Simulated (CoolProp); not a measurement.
Dimethyl carbonate at several states: density (kg/m³) from the reference equation and from simpler models built on Tc = 557.0 K, pc = 49.09 bar, ω = 0.346; each cubic takes its own stable root.

Computed with CoolProp (reference Helmholtz-energy equation of state, Zhou 2011).

```
T (K)  p (bar)   phase  reference  van der Waals  Redlich-Kwong  Soave-Redlich-Kwong  Peng-Robinson
-----  -------  ------  ---------  -------------  -------------  -------------------  -------------
530.9     72.5  liquid      693.9          444.9            ___                  ___          657.4
546.3      8.1     gas        ___          16.98          17.12                17.14          17.26
475.9    0.105     gas     0.2393         0.2393         0.2393               0.2393         0.2394
551.1     3.83     gas      7.749          7.716          7.745                7.747            ___
348.8    0.118     gas     0.3679         0.3673         0.3676               0.3678         0.3678
```

Question: Complete the blanks.

Answer: 
- 530.9, Redlich-Kwong: 568.1
- 530.9, Soave-Redlich-Kwong: 586.2
- 546.3, reference: 17.15
- 551.1, Peng-Robinson: 7.771
